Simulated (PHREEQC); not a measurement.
Solution (70 °C): 0.19 mol/kgw CdSO4, 0.17 mol/kgw NaCl and 0.00026 mol/kgw HCl. Closed to the air; pH follows from the charge balance.

Equilibrium calculation in PHREEQC: ion-association model, wateq4f.dat.

### Question
The ionic strength comes out as 0.439 mol/kgw. What activity coefficients do Cd(SO4)2-2, CdCl+, H+, HSO4-, Cd+2 get?

### Answer
Cd(SO4)2-2 0.25, CdCl+ 0.71, H+ 0.75, HSO4- 0.65, Cd+2 0.25.

No solid was allowed to form. At this temperature some constants are extrapolated from 25 °C, and those without enthalpy data are left unchanged.
